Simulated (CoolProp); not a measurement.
1,2-dichloroethane along the isotherm 500 K: Z from the reference equation and from simpler models built on Tc = 561.6 K, pc = 52.26 bar, ω = 0.269; each cubic takes its own stable root.

Model: reference Helmholtz-energy equation of state, Thol 2015, in CoolProp.

```csv
p (bar),phase,reference
0.826,gas,0.9919
1.7,gas,0.9833
3.48,gas,0.9653
7.16,gas,0.9263
14.7,gas,0.8359
30.2,liquid,0.08224
62,liquid,0.1644
127,liquid,0.3241
261,liquid,0.6331
```

Question: How far does each simpler model (Redlich-Kwong, Soave-Redlich-Kwong, Peng-Robinson) lie from the reference over these 9 states: mean and median of the absolute difference, and the worst?

Answer: 
- Redlich-Kwong: mean 9.4 %, median 1.7 %, worst +27.7 % at 500 K and 30.2 bar
- Soave-Redlich-Kwong: mean 7.3 %, median 0.6 %, worst +20.5 % at 500 K and 30.2 bar
- Peng-Robinson: mean 1.6 %, median 0.4 %, worst +6.4 % at 500 K and 30.2 bar
